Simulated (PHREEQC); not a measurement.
## Brine (model solution)

Solution (50 °C and 100 atm): 0.13 mol/kgw CaCl2, 0.07 mol/kgw BaCl2 and 0.0017 mol/kgw MgCl2. Closed to the air; pH follows from the charge balance.

All values are PHREEQC results (ion-association model, phreeqc.dat), not measurements.

| Quantity | Result |
|---|---|
| ionic strength | 0.605 mol/kgw |
| activity of water | 0.990 |
| specific conductance | 52500 µS/cm |
| density | 1.016 g/cm³ |

```tsv
species	molality	activity	log γ
Cl-	0.403	0.253	-0.203
Ca+2	0.130	0.0311	-0.622
Ba+2	0.0700	0.0133	-0.721
Mg+2	0.00170	0.000466	-0.562
H+	4.05e-7	3.04e-7	-0.124
OH-	3.17e-7	1.92e-7	-0.217
MgOH+	6.25e-8	4.38e-8	-0.154
CaOH+	2.32e-8	1.69e-8	-0.136
BaOH+	2.30e-9	1.52e-9	-0.180
```

No solid was allowed to form. Under pressure, the constants of complexes without a molar volume in the database are unreliable. At this temperature some constants are extrapolated from 25 °C, and those without enthalpy data are left unchanged.
